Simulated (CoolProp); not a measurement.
A single-stage vapour-compression cycle with the fluid: evaporating at 263.15 K (dew point), condensing at 317.15 K (bubble point), superheat 2 K, subcooling 8 K, compressor efficiency 0.65, no pressure losses. The same conditions are run with several fluids, on thermodynamics alone (safety and materials aside).

Model: reference Helmholtz-energy equation of state of each fluid (R507A: Lemmon 2003; R407C: Lemmon 2003; R410A: Lemmon 2003; dimethyl ether: Wu 2011; cis-2-butene: Lemmon 2005; R141b: Lemmon 2006), in CoolProp. Blends and air are pseudo-pure fits.

| fluid | cooling COP | pressure ratio | discharge temperature (K) | refrigerating effect (kJ/kg) | volumetric capacity (kJ/m³) |
|---|---|---|---|---|---|
| R507A | 2.31 | 4.58 | 337.4 | 106 | 2430 |
| R407C | 2.21 | 6.02 | 362.0 | 152 | 2080 |
| R410A | 2.40 | 4.66 | 362.4 | 162 | 3500 |
| dimethyl ether | 2.69 | 5.33 | 359.4 | 341 | 1390 |
| cis-2-butene | 2.75 | 6.51 | 351.2 | 329 | 500 |
| R141b | 2.80 | 8.68 | 356.1 | 191 | 179 |
